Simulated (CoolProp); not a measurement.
A simple Rankine cycle with R236EA: condensing at 309.15 K, boiler at 1.07 MPa, turbine inlet 411 K, turbine efficiency 0.6, pump efficiency 0.7, no recuperator. Each further row changes one setting.

Computed with CoolProp (reference Helmholtz-energy equation of state, Rui 2013).

```
case                             thermal efficiency (%)  net work (kJ/kg)  heat in (kJ/kg)  turbine exit temperature (K)  volume ratio over the turbine
-------------------------------  ----------------------  ----------------  ---------------  ----------------------------  -----------------------------
as stated                                           6.0              14.5              240                         388.6                            [?]
condensing temperature 301.15 K                     7.0               [?]              [?]                         384.7                           4.82
boiler pressure 0.749 MPa                           [?]              10.9              244                           [?]                           2.54
turbine efficiency 0.5                              [?]              12.0              240                         391.1                           3.74
```

Fill in the missing entries.


- as stated, volume ratio over the turbine: 3.71
- condensing temperature 301.15 K, net work (kJ/kg): 17.6
- condensing temperature 301.15 K, heat in (kJ/kg): 251
- boiler pressure 0.749 MPa, thermal efficiency (%): 4.5
- boiler pressure 0.749 MPa, turbine exit temperature (K): 395.7
- turbine efficiency 0.5, thermal efficiency (%): 5.0
